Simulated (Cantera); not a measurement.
Cantera run:

```python
import numpy as np
import cantera as ct

gas_names = """
    AL ALH ALO ALOH ALO2 ALO2H AL2 AL2O AL2O2 H HALO HO2 H2 H2O H2O2 O OH O2 O3
""".split()
cond_names = """
    AL(cr) AL(L) AL2O3(a) AL2O3(L) H2O(s) H2O(L)
""".split()


# ... load() reads the species with a 1 bar reference pressure and builds the phases ...
atoms = {
    'Al': {'AL': 1},
    'H2O': {'H': 2, 'O': 1},
    'H2': {'H': 2},
}
top_T = {}  # K; cautious upper limits of use, not melting points


# ... equilibrate(T, P, feed) seeds the gas with the atoms and calls Mixture.equilibrate('TP', solver="vcs", rtol=1e-11, max_steps=5000) ...
results = []
feed = {'Al': 1, 'H2O': 0.29, 'H2': 170}  # mol
P = 9100  # Pa
for T in [1073, 1123, 1173, 1223, 1273, 1323, 1373, 1423, 1473, 1523, 1573, 1623, 1673]:
    mix = equilibrate(T, P, feed)
    results.append((T, P, feed, dict(zip(mix.species_names, mix.species_moles))))
    x = sorted(zip(gas.X, gas.species_names), reverse=True)
    print(f"T = {T:g} K  P = {P:g} Pa  gas = {mix.phase_moles(0):.4g} mol")
    print("   x: " + "  ".join(f"{s} {v:.3e}" for v, s in x if v > 1e-05))
    print("   condensed (mol): " + ("  ".join(f"{mix.phase(i).name} {mix.phase_moles(i):.4g}"
          for i in range(1, mix.n_phases) if mix.phase_moles(i) > 1e-12) or "none"))
```

Output:

```
T = 1073 K  P = 9100 Pa  gas = 170.3 mol
   x: H2 1.000e+00
   condensed (mol): AL(L) 0.8067  AL2O3(a) 0.09667
T = 1123 K  P = 9100 Pa  gas = 170.3 mol
   x: H2 1.000e+00
   condensed (mol): AL(L) 0.8066  AL2O3(a) 0.09667
T = 1173 K  P = 9100 Pa  gas = 170.3 mol
   x: H2 1.000e+00
   condensed (mol): AL(L) 0.8066  AL2O3(a) 0.09667
T = 1223 K  P = 9100 Pa  gas = 170.3 mol
   x: H2 1.000e+00
   condensed (mol): AL(L) 0.8064  AL2O3(a) 0.09666
T = 1273 K  P = 9100 Pa  gas = 170.3 mol
   x: H2 1.000e+00
   condensed (mol): AL(L) 0.806  AL2O3(a) 0.09664
T = 1323 K  P = 9100 Pa  gas = 170.3 mol
   x: H2 1.000e+00
   condensed (mol): AL(L) 0.8046  AL2O3(a) 0.09656
T = 1373 K  P = 9100 Pa  gas = 170.3 mol
   x: H2 1.000e+00  AL 1.471e-05  H 1.104e-05
   condensed (mol): AL(L) 0.8012  AL2O3(a) 0.09631
T = 1423 K  P = 9100 Pa  gas = 170.3 mol
   x: H2 9.999e-01  AL 3.809e-05  H 2.202e-05  AL2O 2.008e-05  ALH 1.902e-05
   condensed (mol): AL(L) 0.7924  AL2O3(a) 0.09553
T = 1473 K  P = 9100 Pa  gas = 170.3 mol
   x: H2 9.998e-01  AL 9.231e-05  AL2O 5.906e-05  H 4.193e-05  ALH 3.739e-05
   condensed (mol): AL(L) 0.7712  AL2O3(a) 0.09331
T = 1523 K  P = 9100 Pa  gas = 170.4 mol
   x: H2 9.995e-01  AL 2.108e-04  AL2O 1.613e-04  H 7.660e-05  ALH 7.020e-05
   condensed (mol): AL(L) 0.7221  AL2O3(a) 0.0875
T = 1573 K  P = 9100 Pa  gas = 170.5 mol
   x: H2 9.989e-01  AL 4.561e-04  AL2O 4.121e-04  H 1.347e-04  ALH 1.265e-04
   condensed (mol): AL(L) 0.6137  AL2O3(a) 0.07323
T = 1623 K  P = 9100 Pa  gas = 170.7 mol
   x: H2 9.976e-01  AL2O 9.906e-04  AL 9.397e-04  H 2.288e-04  ALH 2.193e-04
   condensed (mol): AL(L) 0.3833  AL2O3(a) 0.04027
T = 1673 K  P = 9100 Pa  gas = 171 mol
   x: H2 9.957e-01  AL 1.852e-03  AL2O 1.695e-03  H 3.767e-04  ALH 3.674e-04
   condensed (mol): AL(L) 0.04054
```

Method: chemical equilibrium by Gibbs-energy minimisation in Cantera with the NASA 1993 tables (ideal gas, pure condensed phases). Mutual solubility and eutectic melting of coexisting phases are not modelled.
